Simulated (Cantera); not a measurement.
An adiabatic, constant-volume homogeneous reactor starts with CH₃OH : O₂ : N₂ = 1 : 3.33 : 12.5 (molar parts), at 1225 K and 7200 Torr. Integrator tolerance rtol = 1e-08.

Model: GRI-Mech 3.0 (53 species, 325 reactions), integrated in Cantera. GRI-Mech 3.0 was tuned for natural gas; its chemistry of methanol as a main component is partial and can be far from experiment.

### Question
What does this change do: initial temperature 1225 to 1623 K?

### Answer
```json
[
 {"quantity": "time of steepest temperature rise", "before": "1.19 ms", "after": "13.6 µs"},
 {"quantity": "temperature at 0.800 s", "before": "2430 K", "after": "2697 K"},
 {"quantity": "equilibrium temperature", "before": "2430 K", "after": "2697 K"},
 {"quantity": "x(CH₃OH) at 0.800 s", "before": "<1e-12 (gas-phase equilibrium <1e-12)", "after": "<1e-12 (gas-phase equilibrium <1e-12)"},
 {"quantity": "x(O₂) at 0.800 s", "before": "0.0978 (gas-phase equilibrium 0.0978)", "after": "0.0935 (gas-phase equilibrium 0.0935)"},
 {"quantity": "x(C₂H₄) at 0.800 s", "before": "<1e-12 (gas-phase equilibrium <1e-12)", "after": "<1e-12 (gas-phase equilibrium <1e-12)"},
 {"quantity": "x(H₂O) at 0.800 s", "before": "0.112 (gas-phase equilibrium 0.112)", "after": "0.108 (gas-phase equilibrium 0.108)"},
 {"quantity": "x(CO) at 0.800 s", "before": "0.00103 (gas-phase equilibrium 0.00103)", "after": "0.00416 (gas-phase equilibrium 0.00416)"}
]
```

### Question
What does this change do: pressure from 7200 Torr to 10500 Torr?

### Answer
```tsv
quantity	before	after
time of steepest temperature rise	1.19 ms	0.911 ms
temperature at 0.800 s	2430 K	2434 K
equilibrium temperature	2430 K	2434 K
x(CH₃OH) at 0.800 s	<1e-12 (gas-phase equilibrium <1e-12)	<1e-12 (gas-phase equilibrium <1e-12)
x(O₂) at 0.800 s	0.0978 (gas-phase equilibrium 0.0978)	0.0978 (gas-phase equilibrium 0.0978)
x(C₂H₄) at 0.800 s	<1e-12 (gas-phase equilibrium <1e-12)	<1e-12 (gas-phase equilibrium <1e-12)
x(H₂O) at 0.800 s	0.112 (gas-phase equilibrium 0.112)	0.113 (gas-phase equilibrium 0.113)
x(CO) at 0.800 s	0.00103 (gas-phase equilibrium 0.00103)	0.000877 (gas-phase equilibrium 0.000877)
```
The pressure lies above the range GRI-Mech 3.0 was tuned for (to about 10 atm).
